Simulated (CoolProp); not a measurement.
Ammonia at several states: density (kg/m³) from the reference equation and from simpler models built on Tc = 405.6 K, pc = 11360 kPa, ω = 0.256; each cubic takes its own stable root.

Computed with CoolProp (reference Helmholtz-energy equation of state, Gao 2020).

```tsv
T (K)	p (kPa)	phase	reference
225.8	91.3	liquid	698.6
422.4	41.2	gas	0.2000
584.2	497	gas	1.750
476.7	18900	supercritical	134.1
663.1	1890	gas	5.891
212.8	537	liquid	714.1
```

Q: How far does each simpler model (van der Waals, Redlich-Kwong, Soave-Redlich-Kwong, Peng-Robinson) lie from the reference over these 6 states: mean and median of the absolute difference, and the worst?

A: 
- van der Waals: mean 26.4 %, median 5.2 %, worst -99.9 % at 225.8 K and 91.3 kPa
- Redlich-Kwong: mean 20.7 %, median 0.6 %, worst -99.9 % at 225.8 K and 91.3 kPa
- Soave-Redlich-Kwong: mean 8.6 %, median 4.6 %, worst -21.2 % at 212.8 K and 537 kPa
- Peng-Robinson: mean 4.4 %, median 2.0 %, worst -11.3 % at 212.8 K and 537 kPa

At some of these states van der Waals, Redlich-Kwong gives the other phase, because its saturation line lies elsewhere.
